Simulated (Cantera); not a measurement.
A Cantera script and its output.

```python
import numpy as np
import cantera as ct

gas = ct.Solution("gri30.yaml")
gas.TPX = 1698, 42000, {'CH4': 1, 'CO': 1.4, 'O2': 2.81, 'N2': 10.6}
reactor = ct.IdealGasConstPressureReactor(gas, energy="on", clone=False)
net = ct.ReactorNet([reactor])
net.rtol, net.atol = 1e-08, 1e-16
show = ['CH4', 'CO', 'O2', 'HCN', 'CH2CO', 'H2O']
times = np.geomspace(2e-06, 9, 13)

steps = ct.SolutionArray(gas, extra=["t"])
rows = []
print(f"{'t/s':>10s}{'T/K':>9s}{'P/Pa':>11s}" + "".join(f"{s:>11s}" for s in show))
for t in times:
    while net.time < t:
        t_next = net.step()
        steps.append(gas.state, t=t_next)
    rows.append([np.interp(t, steps.t, y) for y in (steps.T, steps.P, *steps(*show).X.T)])
    print(f"{t:10.3e}{rows[-1][0]:9.1f}{rows[-1][1]:11.4g}" + "".join(f"{x:11.3e}" for x in rows[-1][2:]))
rate = np.gradient(steps.T, steps.t)
print("integrator steps:", len(steps.t))
if steps.T.max() > steps.T[0] + 200:
    print(f"time of steepest temperature rise: {steps.t[rate.argmax()]:.4e} s")
gas.TPX = 1698, 42000, {'CH4': 1, 'CO': 1.4, 'O2': 2.81, 'N2': 10.6}
gas.equilibrate("HP")
print(f"equilibrium (HP): T = {gas.T:.1f} K  " + "  ".join(f"{s} {gas[s].X[0]:.3e}" for s in show))
```

It prints:

```
       t/s      T/K       P/Pa        CH4         CO         O2        HCN      CH2CO        H2O
 2.000e-06   1698.0    4.2e+04  6.325e-02  8.855e-02  1.777e-01  1.598e-17  5.144e-12  1.680e-07
 7.169e-06   1698.0    4.2e+04  6.324e-02  8.855e-02  1.777e-01  3.201e-16  9.409e-11  1.793e-06
 2.570e-05   1697.9    4.2e+04  6.322e-02  8.855e-02  1.777e-01  5.544e-15  1.537e-09  1.121e-05
 9.212e-05   1697.9    4.2e+04  6.305e-02  8.852e-02  1.776e-01  1.093e-13  2.586e-08  8.633e-05
 3.302e-04   1708.9    4.2e+04  5.880e-02  8.863e-02  1.750e-01  5.475e-11  6.433e-06  2.776e-03
 1.184e-03   2627.1    4.2e+04  1.342e-16  7.486e-02  4.083e-02  9.165e-11  4.817e-18  9.012e-02
 4.243e-03   2724.0    4.2e+04  2.946e-16  7.064e-02  3.589e-02  5.472e-10  8.525e-18  9.537e-02
 1.521e-02   2720.6    4.2e+04  3.070e-16  7.074e-02  3.431e-02  7.433e-10  8.671e-18  9.565e-02
 5.451e-02   2720.5    4.2e+04  3.072e-16  7.074e-02  3.428e-02  7.462e-10  8.674e-18  9.566e-02
 1.954e-01   2720.5    4.2e+04  3.072e-16  7.074e-02  3.428e-02  7.462e-10  8.674e-18  9.566e-02
 7.004e-01   2720.5    4.2e+04  3.072e-16  7.074e-02  3.428e-02  7.462e-10  8.674e-18  9.566e-02
 2.511e+00   2720.5    4.2e+04  3.072e-16  7.074e-02  3.428e-02  7.462e-10  8.674e-18  9.566e-02
 9.000e+00   2720.5    4.2e+04  3.072e-16  7.074e-02  3.428e-02  7.462e-10  8.674e-18  9.566e-02
integrator steps: 1706
time of steepest temperature rise: 4.5940e-04 s
equilibrium (HP): T = 2720.5 K  CH4 4.259e-16  CO 7.074e-02  O2 3.428e-02  HCN 7.462e-10  CH2CO 9.463e-18  H2O 9.566e-02
```

Model: GRI-Mech 3.0 (53 species, 325 reactions), integrated in Cantera.
